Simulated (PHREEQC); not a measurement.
A PHREEQC input (ion-association model, phreeqc.dat):

```
SOLUTION 1
  temp 14
  units mg/L
  pH 6.31
  pe 1.8
  Na 4690
  K 603
  Ca 125
  Mg 1110
  Cl 10500
  S(6) 687 as SO4
  Alkalinity 152 as HCO3
  B 0.896
END
USE solution 1
EQUILIBRIUM_PHASES 1
  Gyppsum 0 0
  CO2(g) -2.5 10
END
```

It stops with these messages:

```
ERROR: Phase not found in database, Gyppsum.
ERROR: Calculations terminating due to input errors.
```

The fault: the phase Gypsum misspelt. The line should read `Gypsum` where the input has `Gyppsum`. With the mend the run ends at pH 7.42 and ionic strength 0.366 mol/kgw.
